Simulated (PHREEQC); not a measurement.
Consider water at 25 °C and 300 atm with 23 mmol/kgw H2SO4, 0.3 mmol/kgw ZnSO4 and 14 mmol/kgw TMAH. Closed to the air; pH follows from the charge balance.

Computed with PHREEQC (ion-association model, phreeqc.dat).

### Question
The ionic strength comes out as 0.0498 mol/kgw. What activity coefficients do HSO4-, Zn(SO4)2-2, Zn+2, SO4-2, H+ get?

### Answer
HSO4- 0.82, Zn(SO4)2-2 0.46, Zn+2 0.47, SO4-2 0.47, H+ 0.86.

Precipitation was switched off in this run. Complexes and solids missing from the database can't appear. Under pressure, the constants of complexes without a molar volume in the database are unreliable. (CH3)4N+ isn't in the database: it is added as a free cation with an ion size of 4 Å.
